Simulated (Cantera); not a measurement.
A closed system holds: 1 mol SiF4, 19 mol N2, held at 975 °C and 1.33 mbar.

These are equilibrium values from Cantera (NASA tables, ideal gas, pure condensed phases), not measurements of a reactor. Candidate condensed phases: Si, Si3N4; 16 gas species. The numbers say what is thermodynamically allowed, not how fast it happens.

Base state: N2 0.950, SiF4 0.0500 (mole fractions); condensed: gas only.

Problem. What changes in the equilibrium state with this change: 0.43 mol Cl2 added?

Solution. 
```
species  before   after
-------  ------  ------
N2        0.950   0.920
SiF4     0.0500  0.0484
Cl            0  0.0212
Cl2           0  0.0102
```
